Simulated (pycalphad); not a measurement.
## Effect of Si content in Al-Si

Computed with pycalphad from the COST 507 light-alloy database (1999), at 1 atm. The database dates from 1999; later assessments differ in places, in temperatures and in the compounds included. Phase fractions are per mole of atoms.

```tsv
alloy	liquidus (K)	first solid	solidus (K)	phases at 1075 K
Al-29.45Si (at.%)	1098	diamond (Si)	850	liquid 0.98, diamond (Si) 0.02
Al-44.17Si (at.%)	1273	diamond (Si)	850	liquid 0.77, diamond (Si) 0.23
Al-58.9Si (at.%)	1422	diamond (Si)	850	liquid 0.57, diamond (Si) 0.43
Al-88.35Si (at.%)	1630	diamond (Si)	850	diamond (Si) 0.84, liquid 0.16
```
